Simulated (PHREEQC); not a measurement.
PHREEQC input (Pitzer model, pitzer.dat):

```
SOLUTION 1
  temp 30
  units mol/kgw
  pH 7 charge
  Cl 0.136
  K 0.026
  S(6) 0.094
  Na 0.3274
  C(4) 0.0098
  B 0.0196
END
USE solution 1
INCREMENTAL_REACTIONS false
REACTION 1
  H2O -1
  0 9.886 18.011 24.689 30.178 34.689 38.397 41.444
  43.949 46.007 47.699 49.089 50.232 51.172 51.944 52.578
  53.1 53.528 53.88 54.17 54.408 54.603 54.764 54.896
  55.005 55.094 moles
EQUILIBRIUM_PHASES 1
  Arcanite 0 0
  Burkeite 0 0
  Glaserite 0 0
  Halite 0 0
  Kalicinite 0 0
  Mirabilite 0 0
  Misenite 0 0
  Nahcolite 0 0
  Natron 0 0
  Sylvite 0 0
  Thenardite 0 0
  Trona 0 0
  Borax 0 0
  Boric_acid,s 0 0
  KB5O8:4H2O 0 0
  K2B4O7:4H2O 0 0
  NaBO2:4H2O 0 0
  NaB5O8:5H2O 0 0
  Teepleite 0 0
SELECTED_OUTPUT 1
  -reset false
  -pH true
  -pe true
  -ionic_strength true
  -water true
  -activities H2O
  -totals B C Cl K Na S
  -molalities H+ Na+ K+ Cl- CO3-2 SO4-2 B(OH)3 OH- HCO3- CO2
    HSO4- B(OH)4- B3O3(OH)4- B4O5(OH)4-2
  -equilibrium_phases Arcanite Burkeite Glaserite Halite Kalicinite Mirabilite Misenite Nahcolite Natron Sylvite
    Thenardite Trona Borax Boric_acid,s KB5O8:4H2O K2B4O7:4H2O NaBO2:4H2O NaB5O8:5H2O Teepleite
PRINT
  -reset false
END
```

Selected output (columns that matter, 18 of 26 rows; water left (kg) added in front):

```
water left (kg)	pH	mu	B	C	Cl	K	Na	S	la_H2O	Burkeite	Glaserite	Halite	Thenardite	Trona
1	9.5745	0.45154	0.0196	0.0098	0.136	0.026	0.3274	0.094	-0.0040031	0	0	0	0	0
0.821895	9.5551	0.54944	0.023847	0.011924	0.16547	0.031634	0.39835	0.11437	-0.0048324	0	0	0	0	0
0.555209	9.5144	0.81357	0.035302	0.017651	0.24495	0.046829	0.58969	0.16931	-0.0070444	0	0	0	0	0
0.456324	9.4939	0.99005	0.042952	0.021476	0.29803	0.056977	0.71747	0.20599	-0.0085086	0	0	0	0	0
0.308265	9.4551	1.4664	0.063582	0.031791	0.44118	0.084343	1.0621	0.30493	-0.012437	0	0	0	0	0
0.253383	9.4384	1.7848	0.077353	0.038677	0.53674	0.10261	1.2921	0.37098	-0.015064	0	0	0	0	0
0.171213	9.4132	2.6447	0.11448	0.057239	0.79433	0.15186	1.9122	0.54902	-0.022274	0	0	0	0	0
0.140754	9.4048	3.2197	0.13925	0.069625	0.96623	0.18472	2.326	0.66783	-0.027259	0	0	0	0	0
0.0951718	9.3967	4.7706	0.20594	0.10297	1.429	0.27319	3.4401	0.98769	-0.041692	0	0	0	0	0
0.0782636	9.3987	5.8067	0.25044	0.12522	1.7377	0.33221	4.1833	1.2011	-0.052316	0	0	0	0	0
0.0529126	9.447	8.5756	0.32549	0.18521	2.5703	0.49138	6.1651	1.7765	-0.085398	0	0	0	0	0
0.0434465	9.4904	8.9096	0.33452	0.22556	3.1303	0.59844	6.4748	1.6623	-0.097568	0	0	0	0.021781	0
0.0292988	9.5543	8.8625	0.35164	0.33449	4.6418	0.88741	6.6745	1.0376	-0.12319	0	0	0	0.063599	0
0.0240432	9.5828	9.1412	0.36769	0.4076	5.5947	1.0814	6.9944	0.74103	-0.1434	0	0	0.0014858	0.076183	0
0.0162041	9.7496	9.5349	0.41473	0.59744	5.4405	1.1476	7.1581	0.72963	-0.14612	0	0.0024682	0.047841	0.077241	5.9531e-05
0.0132754	9.8366	9.6107	0.43963	0.62774	5.4029	1.1421	7.2062	0.72046	-0.14664	0.0006936	0.0036128	0.064274	0.075823	0.00038649
0.00891133	9.8366	9.6107	0.43963	0.62774	5.4029	1.1421	7.2062	0.72046	-0.14664	0.0036872	0.0052742	0.087853	0.069657	0.00025944
0.00729972	9.8366	9.6107	0.43963	0.62774	5.4029	1.1421	7.2062	0.72046	-0.14664	0.0047927	0.0058877	0.09656	0.06738	0.00021252
```

Complexes and solids missing from the database can't appear.
